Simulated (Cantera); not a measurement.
A perfectly stirred reactor is fed with CH3OH : O2 : N2 = 1 : 0.882 : 3.32 (molar parts), equivalence ratio 1.7, at 0.470 bar; it is adiabatic with a 775 K inlet, and is followed from long to short residence time, starting on the burning branch (τ in s: 0.19, 0.077, 0.031, 0.012, 0.005, 0.002, 0.0008, 0.00032, 0.00013, 5.2e-05, 2.1e-05, 8.4e-06).

Model: GRI-Mech 3.0 (53 species, 325 reactions), integrated in Cantera. GRI-Mech 3.0 was tuned for natural gas; its chemistry of methanol as a main component is partial and can be far from experiment.

x: mole fraction; the columns are a selection and need not sum to one.

```json
[
 {"τ (s)": "0.19", "T (K)": "2157", "x CH3OH": "9.06e-7", "x O2": "8.05e-5", "x H2O": "0.224", "x NO": "(withheld)", "x CO2": "0.0522", "x CH2CO": "2.17e-9", "x CH4": "1.42e-6"},
 {"τ (s)": "0.077", "T (K)": "2143", "x CH3OH": "1.67e-6", "x O2": "0.000148", "x H2O": "0.223", "x NO": "0.000139", "x CO2": "0.0524", "x CH2CO": "3.39e-9", "x CH4": "1.83e-6"},
 {"τ (s)": "0.031", "T (K)": "2123", "x CH3OH": "3.13e-6", "x O2": "0.000268", "x H2O": "0.221", "x NO": "0.000147", "x CO2": "0.0526", "x CH2CO": "5.53e-9", "x CH4": "2.56e-6"},
 {"τ (s)": "0.012", "T (K)": "2099", "x CH3OH": "6.28e-6", "x O2": "0.000476", "x H2O": "0.219", "x NO": "0.000145", "x CO2": "0.0528", "x CH2CO": "1.01e-8", "x CH4": "4.13e-6"},
 {"τ (s)": "0.0050", "T (K)": "2076", "x CH3OH": "1.26e-5", "x O2": "0.000771", "x H2O": "0.217", "x NO": "0.000134", "x CO2": "0.0528", "x CH2CO": "2.01e-8", "x CH4": "7.27e-6"},
 {"τ (s)": "0.0020", "T (K)": "2053", "x CH3OH": "2.80e-5", "x O2": "0.00126", "x H2O": "0.216", "x NO": "(withheld)", "x CO2": "0.0525", "x CH2CO": "5.14e-8", "x CH4": "1.49e-5"},
 {"τ (s)": "0.00080", "T (K)": "2032", "x CH3OH": "6.72e-5", "x O2": "0.00223", "x H2O": "0.215", "x NO": "(withheld)", "x CO2": "0.0512", "x CH2CO": "1.73e-7", "x CH4": "3.40e-5"},
 {"τ (s)": "0.00032", "T (K)": "2004", "x CH3OH": "0.000177", "x O2": "0.00456", "x H2O": "0.214", "x NO": "(withheld)", "x CO2": "0.0477", "x CH2CO": "7.50e-7", "x CH4": "8.63e-5"},
 {"τ (s)": "0.00013", "T (K)": "1932", "x CH3OH": "0.000591", "x O2": "0.0120", "x H2O": "0.210", "x NO": "(withheld)", "x CO2": "0.0376", "x CH2CO": "4.46e-6", "x CH4": "0.000279"},
 {"τ (s)": "5.2e-5", "T (K)": "775", "x CH3OH": "0.192", "x O2": "0.170", "x H2O": "<1e-12", "x NO": "<1e-12", "x CO2": "<1e-12", "x CH2CO": "<1e-12", "x CH4": "<1e-12"},
 {"τ (s)": "2.1e-5", "T (K)": "775", "x CH3OH": "0.192", "x O2": "0.170", "x H2O": "<1e-12", "x NO": "<1e-12", "x CO2": "<1e-12", "x CH2CO": "<1e-12", "x CH4": "<1e-12"},
 {"τ (s)": "8.4e-6", "T (K)": "775", "x CH3OH": "0.192", "x O2": "0.170", "x H2O": "<1e-12", "x NO": "<1e-12", "x CO2": "<1e-12", "x CH2CO": "<1e-12", "x CH4": "<1e-12"}
]
```

Q: Fill in the missing entries.

A: 
- 0.19, x NO: 0.000124
- 0.0020, x NO: 0.000118
- 0.00080, x NO: 9.60e-5
- 0.00032, x NO: 6.56e-5
- 0.00013, x NO: 2.63e-5
